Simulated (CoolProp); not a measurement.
Propylene glycol along the isotherm 520.3 K: Z from the reference equation and from simpler models built on Tc = 674.0 K, pc = 7.292 MPa, ω = 0.327; each cubic takes its own stable root.

Model: reference Helmholtz-energy equation of state, Eisenbach 2021, in CoolProp.

```tsv
p (MPa)	phase	reference
0.0115	gas	0.9986
0.0262	gas	0.9968
0.0597	gas	0.9926
0.136	gas	0.9830
0.309	gas	0.9604
0.704	liquid	0.01497
1.6	liquid	0.03397
3.65	liquid	0.07718
```

**Question.** How far does each simpler model (van der Waals, Peng-Robinson) lie from the reference over these 8 states: mean and median of the absolute difference, and the worst?

**Answer.** 
- van der Waals: mean 1088.5 %, median 1.2 %, worst +6209.3 % at 520.3 K and 0.704 MPa
- Peng-Robinson: mean 753.1 %, median 0.2 %, worst +6006.9 % at 520.3 K and 0.704 MPa

At some of these states van der Waals, Peng-Robinson gives the other phase, because its saturation line lies elsewhere.
